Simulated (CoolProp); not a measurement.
Saturated liquid density (kg/m³) of sulfur dioxide: the reference equation beside estimates from Tc = 157.5 °C, pc = 7.887 MPa, ω = 0.256.

Values from CoolProp's reference Helmholtz-energy equation of state, Gao 2016.

| T (°C) | reference | Redlich-Kwong | Soave-Redlich-Kwong | Peng-Robinson |
|---|---|---|---|---|
| -24.05 | 1498 | 1302 | 1339 | 1510 |
| -10.15 | [?] | 1269 | 1310 | [?] |
| 3.75 | 1425 | 1235 | 1278 | 1444 |
| 17.55 | 1388 | 1198 | [?] | 1407 |
| 31.45 | 1348 | [?] | 1207 | 1366 |
| 45.25 | 1308 | 1116 | 1166 | 1322 |
| 59.15 | 1264 | 1071 | 1122 | 1272 |
| 73.05 | 1217 | 1021 | 1072 | 1217 |
| 86.85 | 1167 | 967.7 | 1018 | 1155 |

Question: What belongs in the gaps?

Answer: 
- -10.15, reference: 1462
- -10.15, Peng-Robinson: 1479
- 17.55, Soave-Redlich-Kwong: 1244
- 31.45, Redlich-Kwong: 1158

Absolute difference from the reference over all 9 rows, mean and median: Redlich-Kwong 14.5 and 14.1 %, Soave-Redlich-Kwong 11.0 and 10.6 %, Peng-Robinson 1.0 and 1.1 %.
